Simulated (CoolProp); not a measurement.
A simple Rankine cycle with water: condensing at 306.15 K, boiler at 7.72 MPa, turbine inlet 715.7 K, turbine efficiency 0.85, pump efficiency 0.6, no recuperator. Each further row changes one setting.

The numbers come from the reference Helmholtz-energy equation of state, Wagner 2002 in CoolProp.

```csv
case,thermal efficiency (%),net work (kJ/kg),heat in (kJ/kg),turbine exit temperature (K),volume ratio over the turbine
as stated,34.1,1060,3110,306.1,605
turbine inlet 735.7 K,34.3,1080,3160,306.1,590
condensing temperature 298.15 K,35.0,1100,3140,298.1,925
boiler pressure 5.4 MPa,33.0,1040,3150,306.1,423
turbine efficiency 0.75,30.0,932,3110,306.1,642
```

The expansion ends wet for: as stated; turbine inlet 735.7 K; condensing temperature 298.15 K; boiler pressure 5.4 MPa; turbine efficiency 0.75.
